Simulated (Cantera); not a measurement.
**Ignition delay**

Mixture: 7.96 % CH₄, 0.319 % C₂H₆, 0.279 % C₃H₈, 19.2 % O₂, 72.2 % N₂, equivalence ratio 0.96, at 190000 Pa, adiabatic and at constant volume. Ignition delay is the time to a rise of 400 K.

Computed with Cantera and GRI-Mech 3.0 (53 species, 325 reactions).

```json
[
 {"T0 (K)": "1023", "delay (ms)": "98.3"},
 {"T0 (K)": "1073", "delay (ms)": "46.8"},
 {"T0 (K)": "1123", "delay (ms)": "22.3"},
 {"T0 (K)": "1173", "delay (ms)": "10.6"},
 {"T0 (K)": "1223", "delay (ms)": "5.03"},
 {"T0 (K)": "1273", "delay (ms)": "2.45"},
 {"T0 (K)": "1323", "delay (ms)": "1.23"},
 {"T0 (K)": "1373", "delay (ms)": "0.649"},
 {"T0 (K)": "1423", "delay (ms)": "0.359"}
]
```

The apparent activation energy between 1323 and 1423 K comes out as 190 kJ/mol.
